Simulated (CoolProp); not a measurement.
Properties of ethylene at several states.

Values from CoolProp's reference Helmholtz-energy equation of state, Smukala 2000.

```tsv
T (K)	p (MPa)	phase	cp (kJ/(kg K))	cv (kJ/(kg K))	speed of sound (m/s)
154.8	2.36	liquid	2.394	1.414	1432
426.2	13.8	supercritical	2.670	1.773	374.9
173.9	17.4	liquid	2.335	1.381	1407
```
